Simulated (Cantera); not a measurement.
A perfectly stirred reactor is fed with 7.40 % CH₄, 19.5 % O₂, 73.2 % N₂, at 1.70 bar; it is adiabatic with a 525 K inlet, and is followed from long to short residence time, starting on the burning branch (τ in s: 0.21, 0.078, 0.029, 0.011, 0.004, 0.0015, 0.00055, 0.0002, 7.6e-05, 2.8e-05).

Computed with Cantera and GRI-Mech 3.0 (53 species, 325 reactions).

x: mole fraction; the columns are a selection and need not sum to one.

```csv
τ (s),T (K),x CH₄,x O₂,x CO₂,x CH₃,x H₂
0.21,2098,1.49e-6,0.0459,0.0730,5.59e-7,0.000344
0.078,2097,___,0.0462,0.0728,___,___
0.029,2092,8.47e-6,0.0465,0.0724,3.12e-6,0.000519
0.011,2081,1.75e-5,0.0468,0.0716,6.24e-6,0.000780
0.0040,2059,3.52e-5,0.0475,0.0699,1.18e-5,0.00130
0.0015,2024,6.89e-5,0.0486,0.0672,2.10e-5,0.00215
0.00055,1970,___,0.0507,0.0631,___,___
0.00020,1893,0.000332,0.0542,0.0568,7.69e-5,0.00502
7.6e-5,1788,0.000955,0.0611,0.0464,0.000181,0.00675
2.8e-5,525,0.0740,0.195,<1e-12,<1e-12,<1e-12
```

**Question.** Some entries are withheld; supply them.

**Answer.** 
- 0.078, x CH₄: 3.69e-6
- 0.078, x CH₃: 1.38e-6
- 0.078, x H₂: 0.000396
- 0.00055, x CH₄: 0.000143
- 0.00055, x CH₃: 3.86e-5
- 0.00055, x H₂: 0.00342
